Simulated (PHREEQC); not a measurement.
Solution (25 °C): 0.24 mol/kgw NH4HF2 and 6.8e-05 mol/kgw H2SiF6. Closed to the air; pH follows from the charge balance.

All values are PHREEQC results (ion-association model, wateq4f.dat), not measurements.

| quantity | before | after |
|---|---|---|
| pH | 3.19 | 3.27 |
| ionic strength (mol/kgw) | 0.241 | 0.241 |
| F- (mol/kgw) | 0.169 | 0.157 |
| HF2- (mol/kgw) | 0.0722 | 0.0840 |
| H2F2 (mol/kgw) | 0.0307 | 0.0184 |
| NH3 (mol/kgw) | 1.58e-7 | 6.96e-7 |

**Question.** Name the change that produced these shifts.
A) H2SiF6 from 6.8e-05 to 0.00034 mol/kgw
B) temperature from 25 to 45 °C
C) H2SiF6 replaced by Na2SiF6 at the same molality
D) H2SiF6 left out
E) NH4HF2 from 0.24 to 0.264 mol/kgw

**Answer.** B, temperature from 25 to 45 °C

Precipitation was switched off in this run. wateq4f.dat counts part of the HF as a dimer, H2F2, which phreeqc.dat doesn't know; its constant is uncertain. Constants without temperature data keep their 25 °C values here. SiF6-2 is the database's only silicon fluoride.
